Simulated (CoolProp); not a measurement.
Vapour-liquid equilibrium of R134a (1) + R227EA (2) at 0.0629 MPa; x and y are mole fractions of (1).

Model: multi-fluid Helmholtz-energy mixture model, Tillner-Roth 1994 and Lemmon 2016; pair parameters Bell 2016, in CoolProp.

```json
[
 {"x": "0.05", "bubble temperature, mixture model (K)": "245.5", "bubble temperature, Raoult's law (K)": "245.7", "y, mixture model": "0.086", "y, Raoult's law": "0.076"},
 {"x": "0.125", "bubble temperature, mixture model (K)": "244.3", "bubble temperature, Raoult's law (K)": "244.9", "y, mixture model": "0.200", "y, Raoult's law": "0.182"},
 {"x": "0.2", "bubble temperature, mixture model (K)": "243.3", "bubble temperature, Raoult's law (K)": "244.1", "y, mixture model": "0.301", "y, Raoult's law": "0.281"},
 {"x": "0.275", "bubble temperature, mixture model (K)": "242.4", "bubble temperature, Raoult's law (K)": "243.3", "y, mixture model": "0.390", "y, Raoult's law": "0.372"},
 {"x": "0.35", "bubble temperature, mixture model (K)": "241.6", "bubble temperature, Raoult's law (K)": "242.6", "y, mixture model": "0.470", "y, Raoult's law": "0.457"},
 {"x": "0.425", "bubble temperature, mixture model (K)": "240.8", "bubble temperature, Raoult's law (K)": "241.9", "y, mixture model": "0.543", "y, Raoult's law": "0.537"},
 {"x": "0.5", "bubble temperature, mixture model (K)": "240.2", "bubble temperature, Raoult's law (K)": "241.2", "y, mixture model": "0.610", "y, Raoult's law": "0.611"},
 {"x": "0.575", "bubble temperature, mixture model (K)": "239.6", "bubble temperature, Raoult's law (K)": "240.5", "y, mixture model": "0.673", "y, Raoult's law": "0.680"},
 {"x": "0.65", "bubble temperature, mixture model (K)": "239.0", "bubble temperature, Raoult's law (K)": "239.9", "y, mixture model": "0.732", "y, Raoult's law": "0.745"},
 {"x": "0.725", "bubble temperature, mixture model (K)": "238.5", "bubble temperature, Raoult's law (K)": "239.3", "y, mixture model": "0.790", "y, Raoult's law": "0.806"},
 {"x": "0.8", "bubble temperature, mixture model (K)": "238.1", "bubble temperature, Raoult's law (K)": "238.7", "y, mixture model": "0.846", "y, Raoult's law": "0.863"},
 {"x": "0.875", "bubble temperature, mixture model (K)": "237.7", "bubble temperature, Raoult's law (K)": "238.1", "y, mixture model": "0.903", "y, Raoult's law": "0.917"},
 {"x": "0.95", "bubble temperature, mixture model (K)": "237.4", "bubble temperature, Raoult's law (K)": "237.5", "y, mixture model": "0.961", "y, Raoult's law": "0.968"}
]
```

The largest gap from Raoult's law is -1.1 K in bubble temperature, at x = 0.425. No azeotrope shows between x = 0.05 and 0.95.

Pair parameters are fitted to limited data, so mixtures are less certain than the pure fluids.
